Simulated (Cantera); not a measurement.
Input: 1 mol TiCl4, 15 mol O2, 24 mol H2, at 1.33 mbar.

These are equilibrium values from Cantera (NASA tables, ideal gas, pure condensed phases), not measurements of a reactor. Candidate condensed phases: H2O, Ti, TiCl2, TiCl3, TiCl4, TiO, TiO2, Ti2O3, Ti3O5, Ti4O7; 23 gas species. Kinetics and transport are ignored.

x: gas mole fraction; n: condensed amount in mol.

```tsv
T (°C)	x H2O	x HCl	x O2	x Cl	x OH	x H2	x H	n TiO2(rutile)
1177	0.759	0.134	0.102	0.00361	0.000601	6.16e-5	2.03e-6	1.00
1227	0.759	0.133	0.102	…	…	…	…	1.00
1277	0.759	0.132	0.101	0.00591	0.00143	0.000236	1.32e-5	1.00
1327	0.759	0.130	0.101	0.00736	0.00212	0.000434	3.10e-5	1.000
1377	0.758	0.128	0.100	0.00903	0.00307	0.000769	6.90e-5	1.000
1427	0.757	0.126	0.0996	0.0109	0.00434	0.00132	0.000147	1.000
1477	0.755	0.124	0.0989	0.0130	0.00602	0.00219	0.000298	1.000
1527	0.752	0.121	0.0981	0.0153	0.00818	0.00354	0.000584	1.000
1577	0.747	0.119	0.0973	0.0178	0.0109	0.00556	0.00110	1.000
1627	0.740	0.115	0.0966	0.0205	0.0143	0.00850	0.00200	0.999
1677	0.730	0.112	0.0960	…	…	…	…	0.998
1727	0.717	0.108	0.0958	0.0264	0.0236	0.0183	0.00602	0.995
```

What belongs in the gaps?


- 1227, x Cl: 0.00466
- 1227, x OH: 0.000942
- 1227, x H2: 0.000123
- 1227, x H: 5.35e-6
- 1677, x Cl: 0.0234
- 1677, x OH: 0.0185
- 1677, x H2: 0.0126
- 1677, x H: 0.00353
